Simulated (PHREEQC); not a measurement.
1 kg of water holding 0.074 mol/kgw KCl, 0.0051 mol/kgw Na2B4O7 and 0.62 mol/kgw Na2CO3 is evaporated at 30 °C; the solids stay in contact with the brine. CO2 is held at log p = -3.4 (atm). Solids allowed: Halite, Kalicinite, Nahcolite, Natron, Sylvite, Trona, Borax, Boric_acid,s, KB5O8:4H2O, K2B4O7:4H2O, NaBO2:4H2O, NaB5O8:5H2O, Teepleite. Others were left out.

Base run: PHREEQC, Pitzer model, pitzer.dat. Each further column changes one thing. The table gives ionic strength.

```
H2O removed (mol)  base  temperature from 30 to 25 °C
-----------------  ----  ----------------------------
0                  1.87                             ?
9.886              2.28                          2.27
24.69              3.39                          3.38
30.18              4.14                          4.13
34.69              5.04                          5.03
41.44              7.48                          7.48
43.95              8.35                          8.80
46.01              8.35                          8.79
49.09              8.38                          8.80
50.23              8.41                             ?
51.17              8.47                             ?
52.58              8.74                             ?
53.1               9.06                          9.36
```

**Question.** Complete the blanks.

**Answer.** 
- 0, temperature from 30 to 25 °C: 1.86
- 50.23, temperature from 30 to 25 °C: 8.82
- 51.17, temperature from 30 to 25 °C: 8.85
- 52.58, temperature from 30 to 25 °C: 9.07
